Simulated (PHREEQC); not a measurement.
Solution (70 °C): 160 mmol/kgw H2SO4, 0.6 mmol/kgw Al2(SO4)3 and 3.9 mmol/kgw MnSO4. Closed to the air; pH follows from the charge balance.

Equilibrium calculation in PHREEQC: ion-association model, phreeqc.dat.

- pH = 0.88
- ionic strength = 0.189 mol/kgw
- activity of water = 0.994
- specific conductance = 116000 µS/cm
- density = 0.988 g/cm³
- total alkalinity = -320 meq/kg

```csv
species,molality,activity,log γ
H+,0.167,0.131,-0.105
HSO4-,0.153,0.112,-0.137
SO4-2,0.0105,0.00284,-0.568
Mn+2,0.00298,0.000906,-0.517
MnSO4,0.000923,0.000964,0.019
AlSO4+,0.000758,0.000541,-0.146
Al+3,0.000318,3.63e-5,-0.943
Al(SO4)2-,8.16e-5,5.83e-5,-0.146
AlHSO4+2,4.15e-5,1.17e-5,-0.550
```

No solid was allowed to form. Constants without temperature data keep their 25 °C values here.
